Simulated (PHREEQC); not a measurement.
Consider water at 20 °C with 0.01 mol NaOH and 4.6e-07 mol H4SiO4 per kg of water. Closed to the air; pH follows from the charge balance.

Computed with PHREEQC (Pitzer model, pitzer.dat).

| quantity | before | after |
|---|---|---|
| pH | 12.12 | 7.08 |
| H3SiO4- (mol/kgw) | 4.20e-7 | 6.81e-10 |
| H4SiO4 (mol/kgw) | 2.31e-9 | 4.59e-7 |
| SI of SiO2(a) (SiO2) | -5.93 | -3.63 |

**Question.** Which change was made?
(A) H4SiO4 from 4.6e-07 to 9.2e-08 mol/kgw
(B) H4SiO4 from 4.6e-07 to 9.2e-07 mol/kgw
(C) NaOH left out
(D) H4SiO4 from 4.6e-07 to 4.6e-08 mol/kgw
(E) temperature from 20 to 75 °C

**Answer.** C, NaOH left out

No solid was allowed to form.
